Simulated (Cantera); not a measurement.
What does this Cantera script print?

```python
import numpy as np
import cantera as ct

gas_names = """
    B BH BH2 BH3 BO BO2 B2 B2O B2O2 B2O3 B3O3H3 H HBO HBO2 HO2 H2 H2O H2O2 H3B3O6 O OH O2 O3
""".split()
cond_names = """
    B(b) B(L) B2O3(L) B3O3H3(cr) H2O(s) H2O(L)
""".split()


# ... load() reads the species with a 1 bar reference pressure and builds the phases ...
atoms = {
    'B2O3': {'B': 2, 'O': 3},
    'H2O': {'H': 2, 'O': 1},
}
top_T = {}  # K; cautious upper limits of use, not melting points


# ... equilibrate(T, P, feed) seeds the gas with the atoms and calls Mixture.equilibrate('TP', solver="vcs", rtol=1e-11, max_steps=5000) ...
results = []
feed = {'B2O3': 1, 'H2O': 1.7}  # mol
T = 2423  # K
for P in [10, 28, 77, 220, 600, 1700, 4600, 13000, 36000, 100000]:
    mix = equilibrate(T, P, feed)
    results.append((T, P, feed, dict(zip(mix.species_names, mix.species_moles))))
    x = sorted(zip(gas.X, gas.species_names), reverse=True)
    print(f"T = {T:g} K  P = {P:g} Pa  gas = {mix.phase_moles(0):.4g} mol")
    print("   x: " + "  ".join(f"{s} {v:.3e}" for v, s in x if v > 1e-05))
    print("   condensed (mol): " + ("  ".join(f"{mix.phase(i).name} {mix.phase_moles(i):.4g}"
          for i in range(1, mix.n_phases) if mix.phase_moles(i) > 1e-12) or "none"))
```

It prints:

```
T = 2423 K  P = 10 Pa  gas = 5.907 mol
   x: H 3.692e-01  O 1.819e-01  BO 1.627e-01  BO2 8.901e-02  HBO2 4.597e-02  H2 4.336e-02  O2 3.447e-02  OH 3.204e-02  H2O 1.989e-02  B2O3 1.937e-02  HBO 1.868e-03  B2O2 1.304e-04
   condensed (mol): none
T = 2423 K  P = 28 Pa  gas = 4.733 mol
   x: H 2.859e-01  HBO2 1.192e-01  O 1.171e-01  BO 1.080e-01  BO2 1.064e-01  H2 7.279e-02  H2O 6.018e-02  OH 4.470e-02  B2O3 4.302e-02  O2 3.998e-02  HBO 2.687e-03  B2O2 1.606e-04
   condensed (mol): none
T = 2423 K  P = 77 Pa  gas = 3.909 mol
   x: HBO2 2.093e-01  H 1.911e-01  H2O 1.196e-01  BO2 1.017e-01  H2 8.943e-02  O 6.886e-02  B2O3 6.679e-02  BO 6.379e-02  OH 4.833e-02  O2 3.804e-02  HBO 2.918e-03  B2O2 1.542e-04
   condensed (mol): none
T = 2423 K  P = 220 Pa  gas = 3.405 mol
   x: HBO2 2.939e-01  H2O 1.837e-01  H 1.127e-01  H2 8.890e-02  B2O3 8.573e-02  BO2 8.474e-02  OH 4.405e-02  O 3.725e-02  BO 3.439e-02  O2 3.180e-02  HBO 2.652e-03  B2O2 1.281e-04
   condensed (mol): none
T = 2423 K  P = 600 Pa  gas = 3.131 mol
   x: HBO2 3.559e-01  H2O 2.358e-01  B2O3 9.792e-02  H2 7.795e-02  BO2 6.634e-02  H 6.391e-02  OH 3.656e-02  O2 2.498e-02  O 1.999e-02  BO 1.840e-02  HBO 2.193e-03  B2O2 9.994e-05
   condensed (mol): none
T = 2423 K  P = 1700 Pa  gas = 2.966 mol
   x: HBO2 4.015e-01  H2O 2.773e-01  B2O3 1.060e-01  H2 6.299e-02  BO2 4.947e-02  H 3.413e-02  OH 2.841e-02  O2 1.867e-02  O 1.027e-02  BO 9.427e-03  HBO 1.701e-03  B2O2 7.436e-05
   condensed (mol): none
T = 2423 K  P = 4600 Pa  gas = 2.872 mol
   x: HBO2 4.316e-01  H2O 3.063e-01  B2O3 1.109e-01  H2 4.915e-02  BO2 3.660e-02  OH 2.160e-02  H 1.833e-02  O2 1.383e-02  O 5.371e-03  BO 4.926e-03  HBO 1.291e-03  B2O2 5.494e-05
   condensed (mol): none
T = 2423 K  P = 13000 Pa  gas = 2.812 mol
   x: HBO2 4.531e-01  H2O 3.280e-01  B2O3 1.141e-01  H2 3.686e-02  BO2 2.639e-02  OH 1.589e-02  O2 9.978e-03  H 9.441e-03  O 2.714e-03  BO 2.487e-03  HBO 9.493e-04  B2O2 3.959e-05
   condensed (mol): none
T = 2423 K  P = 36000 Pa  gas = 2.775 mol
   x: HBO2 4.675e-01  H2O 3.430e-01  B2O3 1.161e-01  H2 2.729e-02  BO2 1.902e-02  OH 1.161e-02  O2 7.192e-03  H 4.881e-03  O 1.385e-03  BO 1.269e-03  HBO 6.932e-04  B2O2 2.852e-05
   condensed (mol): none
T = 2423 K  P = 100000 Pa  gas = 2.751 mol
   x: HBO2 4.773e-01  H2O 3.537e-01  B2O3 1.175e-01  H2 1.994e-02  BO2 1.363e-02  OH 8.400e-03  O2 5.155e-03  H 2.504e-03  O 7.034e-04  BO 6.444e-04  HBO 5.016e-04  B2O2 2.044e-05
   condensed (mol): none
```

Method: chemical equilibrium by Gibbs-energy minimisation in Cantera with the NASA 1993 tables (ideal gas, pure condensed phases).
